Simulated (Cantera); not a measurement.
## Ignition delay

Mixture: 15.8 % CH₄, 3.95 % CO, 16.8 % O₂, 63.1 % N₂, 0.380 % H₂O, equivalence ratio 2.0, at 0.570 bar, adiabatic and at constant pressure. Ignition delay is the time to a rise of 400 K.

Model: GRI-Mech 3.0 (53 species, 325 reactions), integrated in Cantera.

```json
[
 {"T0 (K)": "1248", "delay (ms)": "67.2"},
 {"T0 (K)": "1323", "delay (ms)": "22.9"},
 {"T0 (K)": "1398", "delay (ms)": "8.53"},
 {"T0 (K)": "1473", "delay (ms)": "3.48"},
 {"T0 (K)": "1548", "delay (ms)": "1.56"},
 {"T0 (K)": "1623", "delay (ms)": "0.777"},
 {"T0 (K)": "1698", "delay (ms)": "0.423"},
 {"T0 (K)": "1773", "delay (ms)": "0.249"},
 {"T0 (K)": "1848", "delay (ms)": "0.156"},
 {"T0 (K)": "1923", "delay (ms)": "0.102"}
]
```

```
Property                                                Result
--------------------------------------------------  ----------
apparent activation energy between 1773 and 1923 K  170 kJ/mol
```
